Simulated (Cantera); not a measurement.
A perfectly stirred reactor is fed with NH₃ : H₂ = 1 : 0.62 (molar parts), at 0.0691 atm; it is held at 1375 K, and followed from long to short residence time.

Cantera simulation using the gas-phase N/H chemistry of the illustrative SiF4/NH3 mechanism in the Surface Chemkin manual (1991); the numbers are that mechanism's predictions, not measurements. Walls and surfaces, which speed up NH3 decomposition in real reactors, are not modelled.

What does this change do: temperature 1375 to 1948 K?


| quantity | before | after |
|---|---|---|
| x(NH₃) at τ = 1.90 s | 0.617 | 0.150 |
| x(H₂) at τ = 1.90 s | 0.383 | 0.705 |
| x(NH₂) at τ = 1.90 s | 1.20e-5 | 0.000302 |
| x(N) at τ = 1.90 s | 2.81e-10 | 6.36e-7 |
| x(N₂H₂) at τ = 1.90 s | 8.62e-8 | 6.45e-7 |
| x(NH₃) at τ = 0.120 s | 0.617 | 0.511 |
| x(H₂) at τ = 0.120 s | 0.383 | 0.456 |
| x(NH₂) at τ = 0.120 s | 3.71e-6 | 0.000681 |
| x(N) at τ = 0.120 s | 8.51e-12 | 5.39e-7 |
| x(N₂H₂) at τ = 0.120 s | 8.69e-9 | 3.06e-6 |
